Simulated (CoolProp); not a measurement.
Carbon monoxide along the isobar 587 kPa: density (kg/m³) from the reference equation and from simpler models built on Tc = 132.9 K, pc = 3498 kPa, ω = 0.050; each cubic takes its own stable root.

Computed with CoolProp (reference Helmholtz-energy equation of state, Lemmon 2006). It is a short technical equation, of lower accuracy than the large ones.

```tsv
T (K)	phase	reference
103.2	gas	22.07
109	gas	20.37
114.7	gas	19.00
120.5	gas	17.82
126.3	gas	16.80
132	gas	15.93
137.8	gas	15.14
143.5	gas	14.44
149.3	gas	13.80
155	gas	13.23
```

Q: How far does each simpler model (ideal gas, Redlich-Kwong, Soave-Redlich-Kwong) lie from the reference over these 10 states: mean and median of the absolute difference, and the worst?

A: 
- ideal gas: mean 7.1 %, median 6.4 %, worst -13.2 % at 103.2 K and 587 kPa
- Redlich-Kwong: mean 0.1 %, median 0.1 %, worst -0.2 % at 103.2 K and 587 kPa
- Soave-Redlich-Kwong: mean 0.1 %, median 0.1 %, worst -0.2 % at 103.2 K and 587 kPa
